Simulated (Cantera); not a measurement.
A Cantera script and what it prints.

```python
import numpy as np
import cantera as ct

gas_names = """
    PbCL2 CL2 Pb
""".split()
cond_names = """

""".split()


def load(file, names, dense=False):
    # The tables refer to 1 bar. Condensed volumes are neglected.
    table = {s.name: s for s in ct.Species.list_from_file(file)}
    out = []
    for n in names:
        d = dict(table[n].input_data)
        d["thermo"] = dict(d["thermo"], **{"reference-pressure": 1e5})
        if dense:
            d["equation-of-state"] = {"model": "constant-volume", "density": "1e6 g/cm^3"}
        out.append(ct.Species.from_dict(d))
    return out


species = {s.name: s for s in load("nasa_gas.yaml", gas_names) + load("nasa_condensed.yaml", cond_names)}
# Each term lists the table entries of one substance; the one whose range holds T is used.
reactions = {
    'PbCl2(g) = Cl2(g) + Pb(g)':
        [(-1, ['PbCL2']), (1, ['CL2']), (1, ['Pb'])],
}


def pick(names, T):
    return next(species[n] for n in names if species[n].thermo.min_temp <= T <= species[n].thermo.max_temp)


results = []
for label, terms in reactions.items():
    print(label)
    print("     T/K   dH/kJ  dS/(J/K)   dG/kJ   log10 K")
    for T in [300, 773, 848, 923, 998, 1073, 1148, 1223]:
        used = [(nu, pick(names, T)) for nu, names in terms]
        dH = sum(nu * s.thermo.h(T) for nu, s in used) / 1e6
        dS = sum(nu * s.thermo.s(T) for nu, s in used) / 1e3
        dG = dH - T * dS / 1e3
        logK = -dG * 1e6 / (ct.gas_constant * T * np.log(10))
        results.append((label, T, dH, dS, dG, logK, [s.name for _, s in used]))
        print(f"{T:8g} {dH:8.1f} {dS:8.1f} {dG:8.1f} {logK:8.2f}")
```

Output:

```
PbCl2(g) = Cl2(g) + Pb(g)
     T/K   dH/kJ  dS/(J/K)   dG/kJ   log10 K
     300    369.3     81.2    344.9   -60.05
     773    369.2     81.0    306.5   -20.71
     848    369.2     81.1    300.4   -18.51
     923    369.2     81.1    294.4   -16.66
     998    369.2     81.1    288.3   -15.09
    1073    369.3     81.1    282.2   -13.74
    1148    369.3     81.1    276.1   -12.56
    1223    369.3     81.2    270.0   -11.53
```

Source: NASA polynomial tables (part measured, part estimated), evaluated in Cantera. Condensed species are held in their standard states even where they would react or evaporate.
